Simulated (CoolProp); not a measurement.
R365MFC along the isobar 8.77 MPa: fugacity coefficient from the reference equation and from simpler models built on Tc = 460.0 K, pc = 3.266 MPa, ω = 0.377; each cubic takes its own stable root.

Computed with CoolProp (reference Helmholtz-energy equation of state, Lemmon 2016).

```csv
T (K),phase,reference
332.7,liquid,0.03030
346.6,liquid,0.04442
360.6,liquid,0.06271
374.5,liquid,0.08527
388.5,liquid,0.1126
402.4,liquid,0.1443
416.3,liquid,0.1803
430.3,liquid,0.2207
444.2,liquid,0.2642
458.2,liquid,0.3107
472.1,supercritical,0.3586
486.1,supercritical,0.4076
500,supercritical,0.4556
```

Q: How far does each simpler model (Redlich-Kwong, Soave-Redlich-Kwong) lie from the reference over these 13 states: mean and median of the absolute difference, and the worst?

A: 
- Redlich-Kwong: mean 32.4 %, median 23.5 %, worst +95.1 % at 332.7 K and 8.77 MPa
- Soave-Redlich-Kwong: mean 6.4 %, median 6.6 %, worst +7.2 % at 430.3 K and 8.77 MPa
